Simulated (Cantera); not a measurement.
Charge: 1 mol Nb, 0.056 mol H2O, 2.6 mol N2O, held at 0.560 Pa.

These are equilibrium values from Cantera (NASA tables, ideal gas, pure condensed phases), not measurements of a reactor. Candidate condensed phases: H2O, Nb, NbO, NbO2, Nb2O5; 27 gas species. The numbers say what is thermodynamically allowed, not how fast it happens. All values below are at 2073 K.

Base state: N2 0.615, NbO2 0.237, O 0.0865, O2 0.0318, H 0.0228, NO 0.00319, OH 0.00223, H2 0.000421 (mole fractions); condensed: gas only.

Question: What changes in the equilibrium state with this change: H2O from 0.056 to 1.2 mol?

Answer: 
```tsv
species	before	after
N2	0.615	0.392
H	0.0228	0.202
NbO2	0.237	0.151
H2O	0.000361	0.0355
H2	0.000421	0.0329
OH	0.00223	0.0247
O2	0.0318	0.0501
O	0.0865	0.109
NbO	0.000170	8.62e-5
NO	0.00319	0.00320
```

Question: What changes in the equilibrium state with this change: H2O from 0.056 to 0.032 mol?

Answer: 
```json
[
 {"species": "N2", "before": "0.615", "after": "0.624"},
 {"species": "NbO2", "before": "0.237", "after": "0.241"},
 {"species": "O", "before": "0.0865", "after": "0.0856"},
 {"species": "H", "before": "0.0228", "after": "0.0135"},
 {"species": "O2", "before": "0.0318", "after": "0.0311"},
 {"species": "H2O", "before": "0.000361", "after": "0.000126"},
 {"species": "H2", "before": "0.000421", "after": "0.000149"},
 {"species": "OH", "before": "0.00223", "after": "0.00131"},
 {"species": "NbO", "before": "0.000170", "after": "0.000174"},
 {"species": "NO", "before": "0.00319", "after": "0.00318"}
]
```
